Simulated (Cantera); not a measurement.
An isothermal, constant-pressure homogeneous reactor starts with CH4 : H2 : N2 = 0.018 : 1 : 0.00023 (molar parts), at 1625 K and 0.217 atm. Integrator tolerance rtol = 1e-08.

Cantera simulation using GRI-Mech 3.0 (53 species, 325 reactions); the numbers are that mechanism's predictions, not measurements. GRI-Mech 3.0 stops at C3 and has no aromatics, soot or wall deposition, so with more carbon than oxygen in the feed, carbon stays in small species such as C2H2 where larger ones or solid carbon would form.

**Question.** What does this change do: temperature 1625 to 1800 K?

**Answer.** 
| quantity | before | after |
|---|---|---|
| x(CH4) at 4.00 s | 0.00688 (gas-phase equilibrium 0.00420) | 0.00114 (gas-phase equilibrium 0.00111) |
| x(H2) at 4.00 s | 0.987 (gas-phase equilibrium 0.989) | 0.990 (gas-phase equilibrium 0.990) |
| x(C2H4) at 4.00 s | 0.000102 (gas-phase equilibrium 0.000122) | 4.08e-5 (gas-phase equilibrium 4.00e-5) |
| x(C2H2) at 4.00 s | 0.00519 (gas-phase equilibrium 0.00633) | 0.00807 (gas-phase equilibrium 0.00791) |
| x(HCN) at 4.00 s | 1.73e-11 (gas-phase equilibrium 0.000330) | 9.78e-10 (gas-phase equilibrium 0.000358) |
| x(H) at 4.00 s | 0.000149 (gas-phase equilibrium 0.000151) | 0.000765 (gas-phase equilibrium 0.000765) |

**Question.** What does this change do: temperature 1625 to 1350 K?

**Answer.** 
```csv
quantity,before,after
x(CH4) at 4.00 s,0.00688 (gas-phase equilibrium 0.00420),0.0176 (gas-phase equilibrium 0.0169)
x(H2) at 4.00 s,0.987 (gas-phase equilibrium 0.989),0.982 (gas-phase equilibrium 0.982)
x(C2H4) at 4.00 s,0.000102 (gas-phase equilibrium 0.000122),1.04e-5 (gas-phase equilibrium 7.71e-5)
x(C2H2) at 4.00 s,0.00519 (gas-phase equilibrium 0.00633),2.37e-5 (gas-phase equilibrium 0.000239)
x(HCN) at 4.00 s,1.73e-11 (gas-phase equilibrium 0.000330),<1e-12 (gas-phase equilibrium 8.88e-5)
x(H) at 4.00 s,0.000149 (gas-phase equilibrium 0.000151),4.82e-6 (gas-phase equilibrium 5.07e-6)
```

**Question.** What does this change do: temperature 1625 to 2175 K?

**Answer.** 
```tsv
quantity	before	after
x(CH4) at 4.00 s	0.00688 (gas-phase equilibrium 0.00420)	0.000116 (gas-phase equilibrium 0.000114)
x(H2) at 4.00 s	0.987 (gas-phase equilibrium 0.989)	0.981 (gas-phase equilibrium 0.981)
x(C2H4) at 4.00 s	0.000102 (gas-phase equilibrium 0.000122)	5.04e-6 (gas-phase equilibrium 4.93e-6)
x(C2H2) at 4.00 s	0.00519 (gas-phase equilibrium 0.00633)	0.00856 (gas-phase equilibrium 0.00837)
x(HCN) at 4.00 s	1.73e-11 (gas-phase equilibrium 0.000330)	7.36e-7 (gas-phase equilibrium 0.000379)
x(H) at 4.00 s	0.000149 (gas-phase equilibrium 0.000151)	0.0104 (gas-phase equilibrium 0.0104)
```
